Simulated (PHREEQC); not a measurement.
A PHREEQC input (ion-association model, phreeqc.dat):

```
SOLUTION 1
  temp 25
  units mg/L
  pH 6.65
  pe 11.6
  Na 1970
  K 117
  Ca 8.97
  Mg 243
  Cl 3670
  S(6) 180 as SO4
  Alkalinity 141 as HCO3 charge
  Pb 34
END
USE solution 1
EQUILIBRIUM_PHASES 1
  Quartz 0 0.5
  CO2(g) -2 10
END
```

It stops with these messages:

```
ERROR: Alkalinity cannot be used with charge balance or solution phase boundary constraints.
ERROR: Program terminating due to input errors.
```

The fault: charge balance asked on alkalinity. The line should read `as HCO3` where the input has `as HCO3 charge`. With the mend the run ends at pH 7.01 and ionic strength 0.120 mol/kgw.
